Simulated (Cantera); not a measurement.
A freely propagating, adiabatic, planar premixed flame of CH4 : O2 : N2 = 1 : 1.54 : 5.78 (molar parts), unburnt at 325 K and 113 Torr; unity-Lewis-number transport, grid criteria slope 0.08 and curve 0.16, no radiation.

Computed with Cantera and GRI-Mech 3.0 (53 species, 325 reactions). Unity Lewis numbers drop preferential diffusion, which matters most where H2 and H carry the flame. Burning velocities carry a grid error of a few per cent, more on coarse grids.

Q: Predict: laminar burning velocity; thermal thickness; peak x(C2H6).

A: 
```json
{
 "laminar_burning_velocity": "30.9 cm/s",
 "thermal_thickness": "3.35 mm",
 "peak x(C2H6)": "0.00110"
}
```
